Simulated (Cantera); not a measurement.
Charge: 1 mol CaCl₂, 3.6 mol H₂O, 20 mol N₂, at 1000 K and 1.00 bar.

Method: chemical equilibrium by Gibbs-energy minimisation in Cantera with the NASA 1993 tables (ideal gas, pure condensed phases). Candidate condensed phases: Ca, CaCl₂, CaO, Ca(OH)₂, H₂O, NH₄Cl; 36 gas species. Condensed phases not in the tables: oxide chlorides. The numbers say what is thermodynamically allowed, not how fast it happens.

Base state: N₂ 0.847, H₂O 0.152, HCl 0.000845 (mole fractions); condensed: CaCl₂(s) + CaO(s).

Task: What changes in the equilibrium state with this change: temperature from 1000 K to 1348 K?

Result: 
```json
[
 {"species": "N₂", "before": "0.847", "after": "0.841"},
 {"species": "H₂O", "before": "0.152", "after": "0.144"},
 {"species": "HCl", "before": "0.000845", "after": "0.0149"},
 {"species": "CaCl₂", "before": "2.20e-8", "after": "0.000141"},
 {"species": "H₂", "before": "7.69e-8", "after": "1.46e-5"},
 {"species": "CaCl₂(s), mol", "before": "0.990", "after": "0"},
 {"species": "CaO(s), mol", "before": "0.00997", "after": "0.177"},
 {"species": "CaCl₂(l), mol", "before": "0", "after": "0.820"}
]
```
Mutual solubility and eutectic melting of coexisting phases are not modelled.
